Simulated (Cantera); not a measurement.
An adiabatic, constant-pressure homogeneous reactor starts with 7.19 % CH4, 19.4 % O2, 73.4 % N2, equivalence ratio 0.74, at 1198 K and 1.01 bar.

Detailed kinetics in Cantera: GRI-Mech 3.0 (53 species, 325 reactions).

### Question
Predict: time of steepest temperature rise; temperature at 6.00 s; equilibrium temperature; x(O2) at 6.00 s; x(HO2) at 6.00 s; x(CO2) at 6.00 s.

### Answer
```json
{
  "time_of_steepest_temperature_rise": "40.0 ms",
  "temperature at 6.00 s": "2478 K",
  "equilibrium_temperature": "2478 K",
  "x(O2) at 6.00 s": "0.0473 (gas-phase equilibrium 0.0473)",
  "x(HO2) at 6.00 s": "5.10e-6 (gas-phase equilibrium 5.10e-6)",
  "x(CO2) at 6.00 s": "0.0618 (gas-phase equilibrium 0.0618)"
}
```
